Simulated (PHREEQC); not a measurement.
Consider water at 5 °C with 0.12 mol/kgw FeSO4, 0.0032 mol/kgw CuCl2 and 9.6e-05 mol/kgw NaF. Closed to the air; pH follows from the charge balance.

All values are PHREEQC results (ion-association model, wateq4f.dat), not measurements.

- pH: 5.62
- ionic strength: 0.297 mol/kgw

| species | molality | activity | log γ |
|---|---|---|---|
| Fe+2 | 0.0733 | 0.0220 | -0.522 |
| SO4-2 | 0.0720 | 0.0188 | -0.583 |
| FeSO4 | 0.0465 | 0.0498 | 0.030 |
| Cl- | 0.00622 | 0.00428 | -0.162 |
| Cu+2 | 0.00165 | 0.000497 | -0.522 |
| CuSO4 | 0.00154 | 0.00164 | 0.030 |
| FeCl+ | 0.000181 | 0.000130 | -0.143 |
| Na+ | 8.87e-5 | 6.49e-5 | -0.135 |
| F- | 7.93e-5 | 5.40e-5 | -0.166 |
| FeF+ | 1.61e-5 | 1.19e-5 | -0.130 |
| NaSO4- | 7.33e-6 | 5.34e-6 | -0.138 |
| HSO4- | 4.20e-6 | 2.98e-6 | -0.150 |
| H+ | 3.08e-6 | 2.42e-6 | -0.104 |

No solid was allowed to form. Constants without temperature data keep their 25 °C values here. Fluoro complexes past AlF4- and FeF3 are missing from the database.
